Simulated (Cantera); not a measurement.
What does this Cantera script print?

```python
import numpy as np
import cantera as ct

gas_names = [...]  # 109 gases of nasa_gas.yaml made of C, Cl, H, Si
cond_names = """
    C(gr) C6H6(L) C7H8(L) C8H18(L),n-octa Si(cr) Si(L) SiC(b)
""".split()


# ... load() reads the species with a 1 bar reference pressure and builds the phases ...
atoms = {
    '(CH3)2SiCl2': {'C': 2, 'H': 6, 'Si': 1, 'CL': 2},
    'HCl': {'H': 1, 'CL': 1},
    'H2': {'H': 2},
}
top_T = {'C(gr)': 4500, 'SiC(b)': 3050}  # K; cautious upper limits of use, not melting points


# ... equilibrate(T, P, feed) seeds the gas with the atoms and calls Mixture.equilibrate('TP', solver="vcs", rtol=1e-11, max_steps=5000) ...
results = []
feed = {'(CH3)2SiCl2': 1, 'HCl': 2.4, 'H2': 3.1}  # mol
P = 13332.2  # Pa
for T in [1373, 1423, 1473, 1523, 1573, 1623, 1673, 1723, 1773, 1823]:
    mix = equilibrate(T, P, feed)
    results.append((T, P, feed, dict(zip(mix.species_names, mix.species_moles))))

top = {s: max(r[3][s] / sum(r[3][g] for g in gas_names) for r in results) for s in gas_names}
cols = sorted((s for s in top if top[s] > 1e-06), key=lambda s: -top[s])[:8]
seen = [c for c in cond_names if any(r[3].get(c, 0) > 1e-12 for r in results)]
print("log10 of partial pressures in bar; condensed amounts in mol")
print(f"{'T/K':>10s}" + "".join(f"{s[:9]:>10s}" for s in cols + seen))
for T, P, feed, n in results:
    ng = sum(n[g] for g in gas_names)
    print(f"{T:10.4g}" + "".join(f"{np.log10(max(n[s] / ng * P / 1e5, 1e-99)):10.3f}" for s in cols)
          + "".join(f"{n.get(c, 0):10.4g}" for c in seen))
```

Output:

```
log10 of partial pressures in bar; condensed amounts in mol
       T/K        H2       HCL     SiCL2     SiCL4     SiCL3    SiHCL3         H        CL     C(gr)    SiC(b)
      1373    -1.103    -1.292    -3.395    -2.640    -3.350    -3.650    -6.029    -6.300     1.233    0.7649
      1423    -1.113    -1.272    -3.228    -2.815    -3.320    -3.766    -5.734    -5.980     1.193    0.8052
      1473    -1.120    -1.260    -3.087    -3.006    -3.314    -3.893    -5.458    -5.689     1.169    0.8293
      1523    -1.124    -1.253    -2.967    -3.208    -3.325    -4.028    -5.198    -5.423     1.159    0.8395
      1573    -1.126    -1.250    -2.864    -3.413    -3.348    -4.167    -4.954    -5.178      1.16    0.8388
      1623    -1.127    -1.250    -2.774    -3.619    -3.381    -4.306    -4.724    -4.951     1.169    0.8302
      1673    -1.127    -1.252    -2.694    -3.822    -3.418    -4.443    -4.507    -4.739     1.183    0.8158
      1723    -1.126    -1.255    -2.623    -4.020    -3.459    -4.577    -4.302    -4.542     1.201    0.7972
      1773    -1.125    -1.259    -2.560    -4.213    -3.501    -4.708    -4.108    -4.357     1.223    0.7756
      1823    -1.124    -1.265    -2.502    -4.399    -3.545    -4.835    -3.925    -4.184     1.246    0.7516
```

Method: chemical equilibrium by Gibbs-energy minimisation in Cantera with the NASA 1993 tables (ideal gas, pure condensed phases). The feed counts by its element totals alone. The tables' values for SiCl3, SiCl are old estimates; treat these amounts as uncertain.
